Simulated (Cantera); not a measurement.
A closed system holds: 1 mol CF4, 0.07 mol Si, equilibrated at 48.0 Pa.

Cantera equilibrium calculation (NASA polynomials, part measured and part estimated; ideal gas, pure solids and liquids). Candidate condensed phases: C, Si, SiC; 23 gas species. Gases not in the tables: C2F6 and larger saturated fluorocarbons. Kinetics and transport are ignored.

Q: Which condensed phases are stable at each of these points (T (K)): 1175, 1325, 1475, 1625, 1775, 1925, 2075, 2225, 2375, 2525?

A: 
| T (K) | condensed phases | Si condensed (%) |
|---|---|---|
| 1175 | C(graphite) | 0.0 |
| 1325 | C(graphite) | 0.0 |
| 1475 | C(graphite) | 0.0 |
| 1625 | C(graphite) | 0.0 |
| 1775 | C(graphite) | 0.0 |
| 1925 | gas only | 0.0 |
| 2075 | gas only | 0.0 |
| 2225 | C(graphite) | 0.0 |
| 2375 | C(graphite) | 0.0 |
| 2525 | C(graphite) | 0.0 |

From 1175 K to 1775 K the condensed part is C(graphite). From 1925 K to 2075 K nothing is condensed. From 2225 K to 2525 K the condensed part is C(graphite).
